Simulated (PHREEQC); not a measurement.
KOH is added in steps, without added water, to 1 kg of water holding 9.4 mmol/kgw CuCl2, 12 mmol/kgw HNO3 and 15 mmol/kgw H3BO3, at 55 °C. Oxygen alone is held at its pressure in air (log pO2 = -0.68). No CO2 enters from the air. Solids allowed: Tenorite, Atacamite, Cu2(OH)3NO3. Others were left out.

Base run: PHREEQC, ion-association model, wateq4f.dat. Each further column changes one thing. The table gives Cu in solution (mol/kgw).

```csv
KOH added (mol),base,CuCl2 from 0.0094 to 0.0188 mol/kgw,temperature from 55 to 15 °C,0.0005 mol/kgw CO2 added
0,0.00940,0.0188,0.00940,0.00940
0.0063,0.00940,0.0188,0.00940,0.00940
0.01418,0.00792,0.0173,0.00794,0.00793
0.02048,0.00373,0.0131,0.00375,0.00374
0.02835,0.000249,0.00786,4.09e-5,0.000254
0.03465,8.24e-8,0.00368,2.11e-6,8.50e-8
0.04253,8.20e-8,9.27e-5,2.10e-6,8.23e-8
0.04883,8.21e-8,6.94e-5,2.20e-6,8.21e-8
0.0567,8.25e-8,8.18e-8,2.62e-6,8.24e-8
0.063,8.29e-8,8.16e-8,3.12e-6,8.28e-8
```

At this temperature some constants are extrapolated from 25 °C, and those without enthalpy data are left unchanged. The database's constant for dissolved Cu(OH)2 is higher than later reviews accept. Solids allowed in the column '0.0005 mol/kgw CO2 added': Tenorite, Malachite, Atacamite, Cu2(OH)3NO3.
